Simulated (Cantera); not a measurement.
Feed: 1 mol SiH4, 420 mol H2, at 0.0133 bar.

These are equilibrium values from Cantera (NASA tables, ideal gas, pure condensed phases), not measurements of a reactor. Candidate condensed phases: Si; 9 gas species. Gases not in the tables: Si2H6 and higher silanes. Kinetics and transport are ignored.

**Question.** Which condensed phases are stable at each of these points (T (K)): 1200, 1350, 1500, 1650, 1800, 1950, 2100, 2250?

**Answer.** 
| T (K) | condensed phases | Si condensed (%) |
|---|---|---|
| 1200 | Si(s) | 100.0 |
| 1350 | Si(s) | 100.0 |
| 1500 | Si(s) | 99.9 |
| 1650 | Si(s) | 98.6 |
| 1800 | Si(l) | 87.2 |
| 1950 | Si(l) | 12.3 |
| 2100 | gas only | 0.0 |
| 2250 | gas only | 0.0 |

From 1200 K to 1650 K the condensed part is Si(s). From 1800 K to 1950 K the condensed part is Si(l). From 2100 K to 2250 K nothing is condensed.
